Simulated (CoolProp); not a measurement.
Properties of isopentane along the isobar 7.7 MPa (Tc = 460.3 K, pc = 3.378 MPa, ω = 0.227).

Values from CoolProp's reference Helmholtz-energy equation of state, Lemmon 2006. It is a short technical equation, of lower accuracy than the large ones.

```json
[
 {"T (K)": "224.3", "phase": "liquid", "density (kg/m³)": "___", "cv (kJ/(kg K))": "___", "conductivity (mW/(m K))": "131"},
 {"T (K)": "256", "phase": "liquid", "density (kg/m³)": "663.3", "cv (kJ/(kg K))": "1.544", "conductivity (mW/(m K))": "119"},
 {"T (K)": "287.7", "phase": "liquid", "density (kg/m³)": "___", "cv (kJ/(kg K))": "1.666", "conductivity (mW/(m K))": "109"},
 {"T (K)": "319.4", "phase": "liquid", "density (kg/m³)": "604.9", "cv (kJ/(kg K))": "1.794", "conductivity (mW/(m K))": "101"},
 {"T (K)": "351.1", "phase": "liquid", "density (kg/m³)": "573.1", "cv (kJ/(kg K))": "1.924", "conductivity (mW/(m K))": "92.4"},
 {"T (K)": "382.8", "phase": "liquid", "density (kg/m³)": "538.1", "cv (kJ/(kg K))": "2.056", "conductivity (mW/(m K))": "84.2"},
 {"T (K)": "414.5", "phase": "liquid", "density (kg/m³)": "498.4", "cv (kJ/(kg K))": "___", "conductivity (mW/(m K))": "76.3"},
 {"T (K)": "446.2", "phase": "liquid", "density (kg/m³)": "___", "cv (kJ/(kg K))": "2.323", "conductivity (mW/(m K))": "68.8"}
]
```

Question: Complete the blanks.

Answer: 
- 224.3, density (kg/m³): 691.0
- 224.3, cv (kJ/(kg K)): 1.430
- 287.7, density (kg/m³): 634.8
- 414.5, cv (kJ/(kg K)): 2.189
- 446.2, density (kg/m³): 451.4

Thermal conductivity comes from a separate model (Vassiliou 2015).
